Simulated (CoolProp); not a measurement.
Values from CoolProp's reference Helmholtz-energy equation of state, Tillner-Roth 1997.

**Question.** For CH2F2 (R32), give the phase and the density (kg/m³), isothermal compressibility (1/MPa), expansivity (1/kK), conductivity (mW/(m K)) at 353 K and 15.6 MPa; 369.4 K and 15.6 MPa; 402.2 K and 15.6 MPa.

**Answer.** 
- 353 K and 15.6 MPa: supercritical; density 827, isothermal compressibility 0.0118, expansivity 5.34, conductivity 108
- 369.4 K and 15.6 MPa: supercritical; density 749, isothermal compressibility 0.0194, expansivity 6.86, conductivity 96.7
- 402.2 K and 15.6 MPa: supercritical; density 559, isothermal compressibility 0.0542, expansivity 10.8, conductivity 75.0

Thermal conductivity comes from a separate model (Huber 2003), an estimate that may be off by 10 % or more.
